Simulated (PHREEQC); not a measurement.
1 kg of water holding 0.26 mol/kgw K2SO4, 0.0089 mol/kgw NaCl and 0.0081 mol/kgw Na2SO4 is evaporated at 25 °C; the solids stay in contact with the brine. No CO2 enters from the air. The run lets Arcanite, Glaserite, Halite, Mirabilite, Misenite, Sylvite, Thenardite precipitate or redissolve, and no other solid.

Model: Pitzer model, pitzer.dat, run in PHREEQC.

| water left (kg) | ionic strength | water activity | Arcanite (mol) | Glaserite (mol) |
|---|---|---|---|---|
| 1 | 0.813 | 0.989 | 0 | 0 |
| 0.6755 | 1.20 | 0.985 | 0 | 0 |
| 0.5552 | 1.46 | 0.982 | 0 | 0 |
| 0.4563 | 1.78 | 0.978 | 0 | 0 |
| 0.3082 | 2.04 | 0.975 | 0.0618 | 0 |
| 0.2082 | 2.10 | 0.975 | 0.125 | 0 |
| 0.1711 | 2.14 | 0.974 | 0.149 | 0 |
| 0.1407 | 2.19 | 0.973 | 0.168 | 0 |
| 0.09502 | 2.33 | 0.971 | 0.197 | 0 |
| 0.06418 | 2.53 | 0.968 | 0.217 | 0 |
| 0.05275 | 2.66 | 0.966 | 0.224 | 0 |
| 0.04335 | 2.82 | 0.964 | 0.230 | 0 |
| 0.0293 | 3.25 | 0.957 | 0.239 | 0 |
| 0.01979 | 3.82 | 0.948 | 0.245 | 0.000585 |
| 0.01627 | 3.79 | 0.947 | 0.241 | 0.00490 |
| 0.01337 | 3.76 | 0.944 | 0.237 | 0.00844 |
| 0.00903 | 3.72 | 0.938 | 0.233 | 0.0137 |
| 0.006093 | 3.73 | 0.927 | 0.229 | 0.0171 |
| 0.005012 | 3.79 | 0.919 | 0.228 | 0.0182 |

Arcanite from water left = 0.375 kg; Glaserite from water left = 0.01979 kg.
